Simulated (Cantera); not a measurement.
Charge: 1 mol CH3Cl, 0.036 mol HCl, 0.095 mol H2, equilibrated at 91.0 Pa.

Equilibrium computed with Cantera from the NASA thermochemical tables; the gas is ideal and each condensed phase is pure. Candidate condensed phases: C, C6H6, C7H8, C8H18; 91 gas species. Rates play no part.

Question: At 1875 K, list the 4 most abundant gas species with their mole fractions, and the condensed phases.

Answer: H2 0.505, HCl 0.469, H 0.0154, Cl 0.0109. Condensed: C(graphite).
